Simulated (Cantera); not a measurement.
An adiabatic, constant-pressure homogeneous reactor starts with CO : H₂ : O₂ : N₂ = 1 : 0.34 : 0.609 : 1.83 (molar parts), equivalence ratio 1.1, at 1250 K and 2.27 atm.

Detailed kinetics in Cantera: GRI-Mech 3.0 (53 species, 325 reactions). The hydrogen kinetics of GRI-Mech 3.0 are dated; newer H2 mechanisms differ, most at raised pressure.

Predict: time of steepest temperature rise; temperature at 0.200 s; equilibrium temperature; x(CO) at 0.200 s; x(H₂) at 0.200 s; x(O₂) at 0.200 s; x(O) at 0.200 s; x(H₂O) at 0.200 s; x(HO₂) at 0.200 s; x(CO₂) at 0.200 s.


```json
{
 "time_of_steepest_temperature_rise": "21.8 µs",
 "temperature at 0.200 s": "2841 K",
 "equilibrium_temperature": "2841 K",
 "x(CO) at 0.200 s": "0.119 (gas-phase equilibrium 0.119)",
 "x(H₂) at 0.200 s": "0.00774 (gas-phase equilibrium 0.00774)",
 "x(O₂) at 0.200 s": "0.0321 (gas-phase equilibrium 0.0321)",
 "x(O) at 0.200 s": "0.00757 (gas-phase equilibrium 0.00757)",
 "x(H₂O) at 0.200 s": "0.0821 (gas-phase equilibrium 0.0821)",
 "x(HO₂) at 0.200 s": "8.52e-6 (gas-phase equilibrium 8.52e-6)",
 "x(CO₂) at 0.200 s": "0.179 (gas-phase equilibrium 0.179)"
}
```
